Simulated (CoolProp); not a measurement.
Aqueous potassium formate as a coolant, at 13 °C, 1 atm.

Values from CoolProp's Melinder's fits for secondary coolants.

```json
[
 {"mass %": "5.8", "freezing point (°C)": "-2.7", "cp (kJ/(kg K))": "3.965", "Prandtl number": "9.14", "density (kg/m³)": "1036", "conductivity (W/(m K))": "0.575"},
 {"mass %": "10.9", "freezing point (°C)": "-5.4", "cp (kJ/(kg K))": "3.774", "Prandtl number": "9.35", "density (kg/m³)": "1067", "conductivity (W/(m K))": "0.566"},
 {"mass %": "16", "freezing point (°C)": "-8.7", "cp (kJ/(kg K))": "3.589", "Prandtl number": "9.65", "density (kg/m³)": "1099", "conductivity (W/(m K))": "0.558"},
 {"mass %": "21", "freezing point (°C)": "-12.4", "cp (kJ/(kg K))": "3.416", "Prandtl number": "10.1", "density (kg/m³)": "1131", "conductivity (W/(m K))": "0.549"},
 {"mass %": "26.1", "freezing point (°C)": "-17.0", "cp (kJ/(kg K))": "3.249", "Prandtl number": "10.8", "density (kg/m³)": "1165", "conductivity (W/(m K))": "0.540"},
 {"mass %": "31.2", "freezing point (°C)": "-22.6", "cp (kJ/(kg K))": "3.096", "Prandtl number": "11.5", "density (kg/m³)": "1201", "conductivity (W/(m K))": "0.530"},
 {"mass %": "36.3", "freezing point (°C)": "-29.3", "cp (kJ/(kg K))": "2.957", "Prandtl number": "12.3", "density (kg/m³)": "1238", "conductivity (W/(m K))": "0.518"}
]
```
